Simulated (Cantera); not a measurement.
Cantera run:

```python
import numpy as np
import cantera as ct

gas_names = [...]  # 110 gases of nasa_gas.yaml made of C, H, O
cond_names = """
    C(gr) C6H6(L) C7H8(L) C8H18(L),n-octa H2O(s) H2O(L)
""".split()


# ... load() reads the species with a 1 bar reference pressure and builds the phases ...
atoms = {
    'CO2': {'C': 1, 'O': 2},
    'O2': {'O': 2},
    'H2': {'H': 2},
}
top_T = {'C(gr)': 4500}  # K; cautious upper limits of use, not melting points


# ... equilibrate(T, P, feed) seeds the gas with the atoms and calls Mixture.equilibrate('TP', solver="vcs", rtol=1e-11, max_steps=5000) ...
results = []
feed = {'CO2': 1, 'O2': 0.62, 'H2': 15}  # mol
T = 673.15  # K
P = 10000  # Pa
mix = equilibrate(T, P, feed)
results.append((T, P, feed, dict(zip(mix.species_names, mix.species_moles))))
x = sorted(zip(gas.X, gas.species_names), reverse=True)
print(f"T = {T:g} K  P = {P:g} Pa  gas = {mix.phase_moles(0):.4g} mol")
print("   x: " + "  ".join(f"{s} {v:.3e}" for v, s in x if v > 0.0001))
print("   condensed (mol): " + ("  ".join(f"{mix.phase(i).name} {mix.phase_moles(i):.4g}"
      for i in range(1, mix.n_phases) if mix.phase_moles(i) > 1e-12) or "none"))
```

Result:

```
T = 673.15 K  P = 10000 Pa  gas = 14.04 mol
   x: H2 7.005e-01  H2O 2.283e-01  CH4 6.982e-02  CO2 1.122e-03  CO 2.820e-04
   condensed (mol): none
```

Equilibrium computed with Cantera from the NASA thermochemical tables; the gas is ideal and each condensed phase is pure.
